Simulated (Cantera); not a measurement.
Charge: 1 mol PbO, 43 mol H₂, 5.3 mol H₂O, at 1 atm.

Cantera equilibrium calculation (NASA polynomials, part measured and part estimated; ideal gas, pure solids and liquids). Candidate condensed phases: H₂O, Pb, PbO, PbO₂, Pb₃O₄; 12 gas species. The numbers say what is thermodynamically allowed, not how fast it happens. All values below are at 1823 K.

Base state: H₂ 0.852, H₂O 0.128, Pb 0.0203, H 0.000397 (mole fractions); condensed: gas only.

What changes in the equilibrium state with this change: pressure from 1 atm to 1.00 Torr?


```json
[
 {"species": "H₂", "before": "0.852", "after": "0.842"},
 {"species": "H₂O", "before": "0.128", "after": "0.127"},
 {"species": "Pb", "before": "0.0203", "after": "0.0202"},
 {"species": "H", "before": "0.000397", "after": "0.0109"},
 {"species": "OH", "before": "4.15e-6", "after": "0.000114"}
]
```
